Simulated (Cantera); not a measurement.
A closed system holds: 1 mol Si(CH₃)₄, a varied amount of H₂, at 702 °C and 0.250 bar.

Method: chemical equilibrium by Gibbs-energy minimisation in Cantera with the NASA 1993 tables (ideal gas, pure condensed phases). Candidate condensed phases: C, C₆H₆, C₇H₈, C₈H₁₈, Si, SiC; 87 gas species. Kinetics and transport are ignored.

Question: Which condensed phases are stable at each of these points (n(H₂) (mol)): 39, 49, 62, 77, 97, 120, 150, 190, 240, 300, 370, 470?

Answer: 
```json
[
 {"n(H₂) (mol)": "39", "condensed phases": "C(graphite) + SiC(s)", "Si condensed (%)": "100.0"},
 {"n(H₂) (mol)": "49", "condensed phases": "C(graphite) + SiC(s)", "Si condensed (%)": "100.0"},
 {"n(H₂) (mol)": "62", "condensed phases": "C(graphite) + SiC(s)", "Si condensed (%)": "100.0"},
 {"n(H₂) (mol)": "77", "condensed phases": "C(graphite) + SiC(s)", "Si condensed (%)": "100.0"},
 {"n(H₂) (mol)": "97", "condensed phases": "C(graphite) + SiC(s)", "Si condensed (%)": "100.0"},
 {"n(H₂) (mol)": "120", "condensed phases": "SiC(s)", "Si condensed (%)": "100.0"},
 {"n(H₂) (mol)": "150", "condensed phases": "SiC(s)", "Si condensed (%)": "100.0"},
 {"n(H₂) (mol)": "190", "condensed phases": "SiC(s)", "Si condensed (%)": "100.0"},
 {"n(H₂) (mol)": "240", "condensed phases": "SiC(s)", "Si condensed (%)": "100.0"},
 {"n(H₂) (mol)": "300", "condensed phases": "SiC(s)", "Si condensed (%)": "100.0"},
 {"n(H₂) (mol)": "370", "condensed phases": "SiC(s)", "Si condensed (%)": "100.0"},
 {"n(H₂) (mol)": "470", "condensed phases": "SiC(s)", "Si condensed (%)": "100.0"}
]
```

From 39 mol H₂ to 97 mol H₂ the condensed part is C(graphite) + SiC(s). From 120 mol H₂ to 470 mol H₂ the condensed part is SiC(s).
